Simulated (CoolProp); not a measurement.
Properties of normal hydrogen along the isobar 0.79 MPa (Tc = 33.1 K, pc = 1.296 MPa, ω = -0.219).

The numbers come from the reference Helmholtz-energy equation of state, Leachman 2009 in CoolProp.

| T (K) | phase | density (kg/m³) | expansivity (1/kK) |
|---|---|---|---|
| 25.7 | liquid | 64.63 | 25.77 |
| 40.9 | gas | (withheld) | (withheld) |
| 56.1 | gas | (withheld) | (withheld) |
| 71.3 | gas | 2.735 | 15.11 |
| 86.6 | gas | 2.226 | 12.05 |
| 101.8 | gas | 1.883 | 10.08 |
| 117 | gas | 1.634 | 8.687 |
| 132.2 | gas | 1.444 | 7.642 |
| 147.4 | gas | 1.294 | 6.827 |
| 162.6 | gas | 1.172 | 6.172 |

Problem. Complete the blanks.

Solution. 
- 40.9, density (kg/m³): 5.323
- 40.9, expansivity (1/kK): 34.93
- 56.1, density (kg/m³): 3.570
- 56.1, expansivity (1/kK): 20.59
